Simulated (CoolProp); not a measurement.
Vapour-liquid equilibrium of n-heptane (1) + toluene (2) at 212 kPa; x and y are mole fractions of (1).

Values from CoolProp's multi-fluid Helmholtz-energy mixture model, Span 2003 and Lemmon 2006; pair parameters Bell 2016.

| x | bubble temperature, mixture model (K) | bubble temperature, Raoult's law (K) | y, mixture model | y, Raoult's law |
|---|---|---|---|---|
| 0.05 | 410.4 | 411.2 | 0.083 | 0.067 |
| 0.2 | 406.7 | 409.0 | 0.281 | 0.256 |
| 0.35 | 404.1 | 406.9 | 0.435 | 0.426 |
| 0.5 | 402.2 | 404.9 | 0.569 | 0.580 |
| 0.65 | 400.8 | 403.0 | 0.696 | 0.720 |
| 0.8 | 399.8 | 401.1 | 0.823 | 0.847 |
| 0.95 | 399.0 | 399.4 | 0.955 | 0.963 |

The largest gap from Raoult's law is -2.8 K in bubble temperature, at x = 0.35. No azeotrope shows between x = 0.05 and 0.95.

Pair parameters are fitted to limited data, so mixtures are less certain than the pure fluids.
